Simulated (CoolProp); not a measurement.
The fluid at 411.6 K and 0.0496 MPa is compressed adiabatically to 0.143 MPa with isentropic efficiency 0.7. The same conditions are run with several fluids, on thermodynamics alone (safety and materials aside).

Values from CoolProp's reference Helmholtz-energy equation of state of each fluid (ethylbenzene: Zhou 2012; R22: Kamei 1995; n-perfluoropentane: Gao 2022).

```csv
fluid,work (kJ/kg),final temperature (K),final density (kg/m³)
ethylbenzene,48.4,?,?
R22,?,?,3.04
n-perfluoropentane,?,430.8,11.8
```

Problem. Some entries are withheld; supply them.

Solution. 
- ethylbenzene, final temperature (K): 442.1
- ethylbenzene, final density (kg/m³): 4.33
- R22, work (kJ/kg): 63.7
- R22, final temperature (K): 490.7
- n-perfluoropentane, work (kJ/kg): 18.0
